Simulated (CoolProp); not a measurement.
A single-stage vapour-compression cycle with c-C4F8 (RC318): evaporating at 300.15 K (dew point), condensing at 359.15 K (bubble point), superheat 8 K, subcooling 5 K, compressor efficiency 0.7, no pressure losses. Each further row changes one setting.

Values from CoolProp's reference Helmholtz-energy equation of state, Platzer 1990. This equation is an older, rougher fit; its heat capacities, sound speeds and derivatives of the liquid may be far off and weren't checked against measurements.

```
case                              cooling COP  pressure ratio  discharge temperature (K)  refrigerating effect (kJ/kg)  volumetric capacity (kJ/m³)
--------------------------------  -----------  --------------  -------------------------  ----------------------------  ---------------------------
as stated                                1.96            4.60                      359.1                          45.1                         1300
evaporating temperature 305.15 K         2.34            3.94                      359.1                          48.5                         1620
condensing temperature 354.15 K          2.38            4.13                      354.1                          51.6                         1480
subcooling 10 K                          2.25            4.60                      359.1                          51.7                         1490
superheat 18 K                           2.16            4.60                      363.1                          53.5                         1470
compressor efficiency 0.6                1.68            4.60                      359.1                          45.1                         1300
```

The compression ends wet for: as stated; evaporating temperature 305.15 K; condensing temperature 354.15 K; subcooling 10 K; compressor efficiency 0.6.
